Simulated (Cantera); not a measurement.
Cantera run, input and output.

```python
import numpy as np
import cantera as ct

gas = ct.Solution("h2o2.yaml")
gas.TPX = 1050, 100000, {'H2': 1.7, 'O2': 1, 'N2': 14}
reactor = ct.IdealGasConstPressureReactor(gas, energy="off", clone=False)
net = ct.ReactorNet([reactor])
net.rtol, net.atol = 1e-08, 1e-18
show = ['H2', 'O2', 'HO2', 'OH', 'O', 'H', 'H2O2']
times = np.geomspace(0.0003, 10, 9)

steps = ct.SolutionArray(gas, extra=["t"])
rows = []
print(f"{'t/s':>10s}{'T/K':>9s}{'P/Pa':>11s}" + "".join(f"{s:>11s}" for s in show))
for t in times:
    while net.time < t:
        t_next = net.step()
        steps.append(gas.state, t=t_next)
    rows.append([np.interp(t, steps.t, y) for y in (steps.T, steps.P, *steps(*show).X.T)])
    print(f"{t:10.3e}{rows[-1][0]:9.1f}{rows[-1][1]:11.4g}" + "".join(f"{x:11.3e}" for x in rows[-1][2:]))
rate = np.gradient(steps.T, steps.t)
print("integrator steps:", len(steps.t))
if steps.T.max() > steps.T[0] + 200:
    print(f"time of steepest temperature rise: {steps.t[rate.argmax()]:.4e} s")
gas.TPX = 1050, 100000, {'H2': 1.7, 'O2': 1, 'N2': 14}
gas.equilibrate("TP")
print(f"equilibrium (TP): T = {gas.T:.1f} K  " + "  ".join(f"{s} {gas[s].X[0]:.3e}" for s in show))
```

It prints:

```
       t/s      T/K       P/Pa         H2         O2        HO2         OH          O          H       H2O2
 3.000e-04   1050.0      1e+05  1.008e-01  5.943e-02  3.457e-05  2.427e-05  4.098e-05  3.179e-04  8.951e-07
 1.103e-03   1050.0      1e+05  2.607e-03  1.073e-02  1.112e-05  9.674e-05  5.660e-05  1.471e-04  1.606e-06
 4.054e-03   1050.0      1e+05  7.154e-04  9.808e-03  7.233e-06  1.232e-05  3.957e-06  4.952e-06  1.074e-06
 1.490e-02   1050.0      1e+05  3.631e-04  9.639e-03  4.834e-06  2.230e-06  4.533e-07  4.670e-07  8.363e-07
 5.477e-02   1050.0      1e+05  1.705e-04  9.546e-03  2.867e-06  9.840e-07  1.134e-07  1.026e-07  3.218e-07
 2.013e-01   1050.0      1e+05  5.279e-05  9.489e-03  1.127e-06  3.947e-07  1.698e-08  1.372e-08  5.295e-08
 7.401e-01   1050.0      1e+05  1.013e-05  9.469e-03  2.602e-07  1.582e-07  1.541e-09  1.152e-09  3.414e-09
 2.720e+00   1050.0      1e+05  5.712e-07  9.464e-03  1.694e-08  9.677e-08  8.680e-11  4.317e-11  8.179e-11
 1.000e+01   1050.0      1e+05  5.021e-10  9.464e-03  2.295e-10  1.113e-07  4.172e-11  1.508e-13  3.472e-11
integrator steps: 1859
equilibrium (TP): T = 1050.0 K  H2 4.014e-10  O2 9.464e-03  HO2 2.020e-10  OH 1.396e-07  O 6.548e-11  H 1.636e-13  H2O2 5.409e-11
```

Cantera simulation using the H2/O2 subset of GRI-Mech 3.0, which has no nitrogen chemistry; the numbers are that mechanism's predictions, not measurements. The temperature is held fixed by assumption; the heat of reaction is taken as removed at once.
